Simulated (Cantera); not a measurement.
A perfectly stirred reactor is fed with 4.93 % CH₄, 2.66 % C₂H₆, 19.4 % O₂, 73.0 % N₂, equivalence ratio 0.99, at 7.30 atm; it is adiabatic with a 350 K inlet, and is followed from long to short residence time, starting on the burning branch (τ in s: 0.14, 0.057, 0.023, 0.0093, 0.0038, 0.0015, 0.00062, 0.00025, 0.0001, 4.2e-05, 1.7e-05, 6.8e-06).

Model: GRI-Mech 3.0 (53 species, 325 reactions), integrated in Cantera.

Q: Predict: blow-out, bracketed by the residence times tried; x(CH₄) at τ = 0.140 s; x(C₂H₆) at τ = 0.140 s; x(O₂) at τ = 0.140 s; x(HO₂) at τ = 0.140 s; x(HCN) at τ = 0.140 s; x(CH₄) at τ = 0.620 ms; x(C₂H₆) at τ = 0.620 ms; x(O₂) at τ = 0.620 ms; x(HO₂) at τ = 0.620 ms; x(HCN) at τ = 0.620 ms.

A: 
```
Property                                                                       Value
------------------------------------------------  ----------------------------------
blow-out, bracketed by the residence times tried  burning at 42.0 µs, out at 17.0 µs
x(CH₄) at τ = 0.140 s                                                        4.90e-7
x(C₂H₆) at τ = 0.140 s                                                       1.78e-8
x(O₂) at τ = 0.140 s                                                         0.00466
x(HO₂) at τ = 0.140 s                                                        1.05e-6
x(HCN) at τ = 0.140 s                                                        1.65e-7
x(CH₄) at τ = 0.620 ms                                                       3.91e-5
x(C₂H₆) at τ = 0.620 ms                                                      3.32e-6
x(O₂) at τ = 0.620 ms                                                         0.0105
x(HO₂) at τ = 0.620 ms                                                       5.47e-6
x(HCN) at τ = 0.620 ms                                                       2.12e-6
```
